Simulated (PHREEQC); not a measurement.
Make-up at 78 °C: 120 mmol/kgw HF and 0.67 mmol/kgw NH4HF2. Closed to the air; pH follows from the charge balance.

All values are PHREEQC results (ion-association model, wateq4f.dat), not measurements.

No solid was allowed to form.

Problem. Predict the pH, ionic strength.

Solution. pH 2.24; ionic strength 0.00692 mol/kgw.

Problem. In which forms is F present?

Solution. HF 87 %, H2F2 5.9 %, F- 3.9 %, HF2- 3.6 % of the F.

Complexes and solids missing from the database can't appear. wateq4f.dat counts part of the HF as a dimer, H2F2, which phreeqc.dat doesn't know; its constant is uncertain. Away from 25 °C the constants follow the database's enthalpies or fits; those with neither stay at their 25 °C values.
